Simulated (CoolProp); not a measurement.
A simple Rankine cycle with p-xylene: condensing at 333.15 K, boiler at 0.44 MPa, turbine inlet 481.5 K, turbine efficiency 0.6, pump efficiency 0.8, no recuperator. Each further row changes one setting.

The numbers come from the reference Helmholtz-energy equation of state, Zhou 2012 in CoolProp.

| case | thermal efficiency (%) | net work (kJ/kg) | heat in (kJ/kg) | turbine exit temperature (K) | volume ratio over the turbine |
|---|---|---|---|---|---|
| as stated | 13.5 | 81.4 | 601 | 425.5 | 64.3 |
| turbine inlet 501.5 K | ? | 85.8 | ? | 446.5 | 63.4 |
| condensing temperature 325.15 K | 14.3 | 88.0 | ? | 421.5 | 91.7 |
| boiler pressure 0.308 MPa | 12.6 | ? | 607 | ? | 43.7 |
| turbine efficiency 0.5 | 11.3 | 67.7 | 601 | ? | 65.6 |

Fill in the missing entries.


- turbine inlet 501.5 K, thermal efficiency (%): 13.4
- turbine inlet 501.5 K, heat in (kJ/kg): 641
- condensing temperature 325.15 K, heat in (kJ/kg): 615
- boiler pressure 0.308 MPa, net work (kJ/kg): 76.2
- boiler pressure 0.308 MPa, turbine exit temperature (K): 432.0
- turbine efficiency 0.5, turbine exit temperature (K): 433.6
